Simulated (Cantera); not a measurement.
An adiabatic, constant-volume homogeneous reactor starts with CH4 : O2 : N2 = 1 : 1.43 : 5.37 (molar parts), at 1025 K and 1.01 bar. Integrator tolerance rtol = 1e-08.

Computed with Cantera and GRI-Mech 3.0 (53 species, 325 reactions).

Problem. What does this change do: initial temperature 1025 to 1100 K?

Solution. 
```
quantity                                                            before                                    after
---------------------------------  ---------------------------------------  ---------------------------------------
time of steepest temperature rise                                  0.820 s                                  0.235 s
temperature at 9.00 s                                               2764 K                                   2794 K
equilibrium temperature                                             2764 K                                   2794 K
x(CH4) at 9.00 s                   <1e-12 (gas-phase equilibrium 1.06e-12)    <1e-12 (gas-phase equilibrium <1e-12)
x(O2) at 9.00 s                    0.00110 (gas-phase equilibrium 0.00110)  0.00141 (gas-phase equilibrium 0.00141)
x(CO) at 9.00 s                      0.0822 (gas-phase equilibrium 0.0822)    0.0828 (gas-phase equilibrium 0.0828)
x(N2O) at 9.00 s                   1.97e-7 (gas-phase equilibrium 1.97e-7)  2.26e-7 (gas-phase equilibrium 2.26e-7)
x(H2O) at 9.00 s                       0.170 (gas-phase equilibrium 0.170)      0.168 (gas-phase equilibrium 0.168)
x(NO) at 9.00 s                    0.00228 (gas-phase equilibrium 0.00228)  0.00269 (gas-phase equilibrium 0.00269)
x(HO2) at 9.00 s                   8.87e-7 (gas-phase equilibrium 8.87e-7)  1.12e-6 (gas-phase equilibrium 1.12e-6)
```

Problem. What does this change do: N2 5.37 to 3.9 parts?

Solution. 
| quantity | before | after |
|---|---|---|
| time of steepest temperature rise | 0.820 s | 0.630 s |
| temperature at 9.00 s | 2764 K | 2916 K |
| equilibrium temperature | 2764 K | 2916 K |
| x(CH4) at 9.00 s | <1e-12 (gas-phase equilibrium 1.06e-12) | 1.34e-12 (gas-phase equilibrium 1.59e-12) |
| x(O2) at 9.00 s | 0.00110 (gas-phase equilibrium 0.00110) | 0.00275 (gas-phase equilibrium 0.00275) |
| x(CO) at 9.00 s | 0.0822 (gas-phase equilibrium 0.0822) | 0.102 (gas-phase equilibrium 0.102) |
| x(N2O) at 9.00 s | 1.97e-7 (gas-phase equilibrium 1.97e-7) | 3.48e-7 (gas-phase equilibrium 3.48e-7) |
| x(H2O) at 9.00 s | 0.170 (gas-phase equilibrium 0.170) | 0.196 (gas-phase equilibrium 0.196) |
| x(NO) at 9.00 s | 0.00228 (gas-phase equilibrium 0.00228) | 0.00413 (gas-phase equilibrium 0.00413) |
| x(HO2) at 9.00 s | 8.87e-7 (gas-phase equilibrium 8.87e-7) | 2.63e-6 (gas-phase equilibrium 2.63e-6) |
